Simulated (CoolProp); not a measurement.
Computed with CoolProp (reference Helmholtz-energy equation of state, Zhou 2011).

Question: For dimethyl carbonate, give the phase and the density (kg/m³), speed of sound (m/s), expansivity (1/kK) at 409 K and 2.77 MPa; 416.8 K and 2.77 MPa.

Answer: 
- 409 K and 2.77 MPa: liquid; density 911, speed of sound 792, expansivity 1.69
- 416.8 K and 2.77 MPa: liquid; density 899, speed of sound 765, expansivity 1.75
